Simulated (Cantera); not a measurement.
Feed: 1 mol Fe2O3, a varied amount of HCl, 10 mol N2, held at 1723.15 K and 10.0 mbar.

Cantera equilibrium calculation (NASA polynomials, part measured and part estimated; ideal gas, pure solids and liquids). Candidate condensed phases: Fe, FeCl2, FeCl3, FeO, Fe(OH)2, Fe(OH)3, Fe2O3, Fe3O4, H2O, NH4Cl; 37 gas species. Equilibrium is a limit: real reactors are often held back by kinetics, nucleation or transport.

Problem. What share of the Fe ends up in condensed phases as a function of n(HCl) (mol), at 0.011, 0.02, 0.036, 0.066, 0.12, 0.22, 0.41, 0.75, 1.4?

Solution. 
```tsv
n(HCl) (mol)	Fe condensed (%)	as
0.011	100.0	Fe3O4(s)
0.02	99.9	Fe3O4(s)
0.036	99.8	Fe3O4(s)
0.066	99.5	Fe3O4(s)
0.12	98.9	Fe3O4(s)
0.22	97.9	Fe3O4(s)
0.41	95.7	Fe3O4(s)
0.75	91.8	Fe3O4(s)
1.4	84.1	Fe3O4(s)
```
